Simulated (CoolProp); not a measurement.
Aqueous potassium acetate as a coolant, 25 % by mass, freezing at -16.2 °C, 1 atm.

Computed with CoolProp (Melinder's fits for secondary coolants).

| T (°C) | Prandtl number | viscosity (mPa s) | density (kg/m³) | cp (kJ/(kg K)) |
|---|---|---|---|---|
| -10.9 | 36.8 | 5.26 | 1140 | 3.314 |
| -6 | (withheld) | 4.31 | 1138 | (withheld) |
| -1 | 24.5 | 3.58 | 1137 | 3.333 |
| 3.9 | 20.5 | 3.03 | 1135 | 3.341 |
| 8.8 | 17.5 | 2.61 | 1133 | 3.350 |
| 13.7 | 15.0 | (withheld) | 1132 | 3.359 |
| 18.6 | 13.1 | 2.00 | 1130 | 3.367 |
| 23.6 | 11.5 | 1.77 | 1128 | 3.376 |
| 28.5 | 10.2 | 1.59 | 1126 | 3.385 |
| 33.4 | 9.13 | 1.44 | 1123 | 3.393 |

Q: Some entries are withheld; supply them.

A: 
- -6, Prandtl number: 29.8
- -6, cp (kJ/(kg K)): 3.323
- 13.7, viscosity (mPa s): 2.27
